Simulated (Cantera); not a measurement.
A closed system holds: 1 mol SiH2Cl2, 1.4 mol NH3, 0.36 mol H2, equilibrated at 0.0900 bar.

These are equilibrium values from Cantera (NASA tables, ideal gas, pure condensed phases), not measurements of a reactor. Candidate condensed phases: NH4Cl, Si, Si3N4; 28 gas species. Kinetics and transport are ignored.

Over these rows the condensed part is Si3N4(s). Partial pressures as log10 of bar:

```tsv
T (K)	1000/T (1/K)	log p SiH2Cl2	log p H2	log p HCl	log p SiCl4	log p N2
900	1.1111	-7.91	-1.24	-1.58	-2.46	-2.52
1000	1.0000	-7.19	-1.25	-1.55	-2.51	-2.56
1100	0.9091	?	-1.26	-1.53	-2.57	-2.59
1200	0.8333	-6.12	-1.26	-1.52	-2.62	-2.62
1300	0.7692	-5.73	-1.26	-1.51	-2.69	-2.62
1400	0.7143	-5.45	-1.27	-1.52	-2.83	-2.57
```

Question: Fit log p(SiH2Cl2) = a + b·(1000/T) to the five rows, give the apparent enthalpy, and predict the row at 1100 K.

Answer: Means: 1000/T = 0.8856, log p = -6.480. Sxy = -0.686256, Sxx = 0.1095655, so b = -6.26 and a = -6.480 − (-6.26)×0.8856 = -0.94.
Apparent enthalpy: −19.145 × (-6.26) = 120 kJ/mol. With the condensed phases at unit activity, 1/3 Si3N4(s) + 2 HCl(g) = SiH2Cl2(g) + 2/3 N2(g) links this pressure to the main gases: over the six rows their terms move log p by +0.15 in all, so the slope isn't that reaction's ΔH° alone. The five rows lie within 0.04 of the line.
Prediction at 1100 K: -0.94 + (-6.26)×0.9091 = -6.63. The computed value is -6.60, 0.03 from the line.
